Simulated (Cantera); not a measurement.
# TiO2 + CH4 + CO (carbothermic reduction)

A closed system holds: 1 mol TiO2, 3.3 mol CH4, 0.1 mol CO, equilibrated at 4.70 mbar.

Equilibrium computed with Cantera from the NASA thermochemical tables; the gas is ideal and each condensed phase is pure. Candidate condensed phases: C, C6H6, C7H8, C8H18, H2O, Ti, TiC, TiO, TiO2, Ti2O3, Ti3O5, Ti4O7; 113 gas species. Mutual solubility and eutectic melting of coexisting phases are not modelled. TiC: taken at fixed stoichiometry. The numbers say what is thermodynamically allowed, not how fast it happens.

```tsv
T (K)	log p H2	log p CO	log p H	log p C2H2 (acetylene)	log p CH4	log p H2O	n C(graphite)	n TiC(s)	n Ti3O5(s)
1175	-2.41	-3.09	-8.12	-9.61	-6.54	-6.96	1.45	0.571	0.143
1250	-2.45	-2.95	-7.54	-9.05	-6.85	-7.22	0.300	1.00	0
1325	-2.45	-2.95	-7.01	-8.52	-7.07	-7.54	0.300	1.00	0
1400	-2.45	-2.95	-6.54	-8.05	-7.26	-7.82	0.300	1.00	0
1475	-2.45	-2.95	-6.11	-7.62	-7.43	-8.08	0.300	1.00	0
1550	-2.45	-2.95	-5.73	-7.24	-7.59	-8.31	0.300	1.00	0
1625	-2.45	-2.95	-5.38	-6.90	-7.73	-8.52	0.300	1.00	0
1700	-2.45	-2.95	-5.06	-6.58	-7.86	-8.71	0.299	1.00	0
1775	-2.45	-2.95	-4.76	-6.30	-7.98	-8.89	0.298	1.00	0
1850	-2.45	-2.95	-4.49	-6.03	-8.09	-9.05	0.297	1.00	0
1925	-2.45	-2.95	-4.25	-5.79	-8.19	-9.20	0.294	1.00	0
2000	-2.46	-2.95	-4.02	-5.57	-8.29	-9.34	0.290	1.000	0
2075	-2.47	-2.95	-3.81	-5.37	-8.39	-9.47	0.284	1.000	0
```
log p: log10 of the partial pressure in bar; n: condensed amount in mol.

At 1175 K the condensed part is C(graphite) + TiC(s) + Ti3O5(s). From 1250 K to 2075 K the condensed part is C(graphite) + TiC(s).
